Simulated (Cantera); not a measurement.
An adiabatic, constant-volume homogeneous reactor starts with 3.77 % CH₄, 0.604 % CO, 18.7 % O₂, 70.2 % N₂, 6.79 % H₂O, at 1750 K and 260000 Pa.

Model: GRI-Mech 3.0 (53 species, 325 reactions), integrated in Cantera.

**Question.** Predict: time of steepest temperature rise; temperature at 2.00 s; equilibrium temperature; x(CO) at 2.00 s; x(O₂) at 2.00 s; x(CO₂) at 2.00 s.

**Answer.** 
```
Property                                                             Value
---------------------------------  ---------------------------------------
time of steepest temperature rise                                  58.4 µs
temperature at 2.00 s                                               2579 K
equilibrium temperature                                             2579 K
x(CO) at 2.00 s                    0.00362 (gas-phase equilibrium 0.00362)
x(O₂) at 2.00 s                      0.0974 (gas-phase equilibrium 0.0974)
x(CO₂) at 2.00 s                     0.0399 (gas-phase equilibrium 0.0399)
```
